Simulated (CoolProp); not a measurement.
Properties of nitrogen along the isobar 18.6 MPa.

The numbers come from the reference Helmholtz-energy equation of state, Span 2000 in CoolProp.

```tsv
T (°C)	phase	density (kg/m³)
-155.25	liquid	690.4
-126.25	supercritical	564.0
-97.25	supercritical	436.7
-68.35	supercritical	340.1
-39.35	supercritical	277.3
-10.35	supercritical	235.7
18.65	supercritical	206.3
47.65	supercritical	184.3
76.55	supercritical	167.1
105.55	supercritical	153.2
134.55	supercritical	141.7
```
